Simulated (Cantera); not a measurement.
Feed: 1 mol SiCl₄, 4.3 mol N₂O, 3.3 mol N₂, equilibrated at 1425 K and 20000 Pa.

These are equilibrium values from Cantera (NASA tables, ideal gas, pure condensed phases), not measurements of a reactor. Candidate condensed phases: Si, SiO₂, Si₂N₂O, Si₃N₄; 23 gas species. The tables hold silica as quartz up to 1696 K and as liquid above; real silica turns to tridymite and cristobalite and melts near 1996 K. Rates play no part.

Base state: N₂ 0.696, Cl₂ 0.167, O₂ 0.105, Cl 0.0314, NO 0.000552, ClO 0.000124 (mole fractions); condensed: SiO₂(β-quartz).

Task: What changes in the equilibrium state with this change: temperature from 1425 K to 723 K?

Result: 
| species | before | after |
|---|---|---|
| N₂ | 0.696 | 0.707 |
| Cl₂ | 0.167 | 0.186 |
| O₂ | 0.105 | 0.107 |
| Cl | 0.0314 | 1.25e-6 |
| ClO | 0.000124 | 3.15e-8 |
| NO | 0.000552 | 3.14e-7 |
| SiO₂(β-quartz), mol | 1.000 | 0 |
| SiO₂(α-quartz), mol | 0 | 1.00 |
